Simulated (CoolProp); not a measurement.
Properties of R22 at several states.

Model: reference Helmholtz-energy equation of state, Kamei 1995, in CoolProp.

```json
[
 {"T (°C)": "53.95", "p (MPa)": "0.323", "phase": "gas", "Z": "0.9654", "isothermal compressibility (1/MPa)": "3.210"},
 {"T (°C)": "34.65", "p (MPa)": "0.258", "phase": "gas", "Z": "0.9660", "isothermal compressibility (1/MPa)": "4.017"},
 {"T (°C)": "103.85", "p (MPa)": "0.0259", "phase": "gas", "Z": "0.9983", "isothermal compressibility (1/MPa)": "38.67"},
 {"T (°C)": "-33.55", "p (MPa)": "0.123", "phase": "gas", "Z": "0.9609", "isothermal compressibility (1/MPa)": "8.476"}
]
```
